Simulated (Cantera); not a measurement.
An isothermal, constant-pressure homogeneous reactor starts with CH4 : N2 = 1 : 11 (molar parts), at 1998 K and 1.00 bar.

Model: GRI-Mech 3.0 (53 species, 325 reactions), integrated in Cantera. GRI-Mech 3.0 stops at C3 and has no aromatics, soot or wall deposition, so with more carbon than oxygen in the feed, carbon stays in small species such as C2H2 where larger ones or solid carbon would form.

One state of this run: x CH4 = 0.00338; x C2H4 = 4.70e-5; x H = 0.000504; x C2H = 3.11e-6; x CH3 = 0.000301; x C2H6 = 9.64e-7; x C2H2 = 0.0367. x: mole fraction; the columns are a selection and need not sum to one.

Which value of t (s) does it belong to?
A) 3.13
B) 0.0979
C) 0.00306
D) 17.7

C, 0.00306
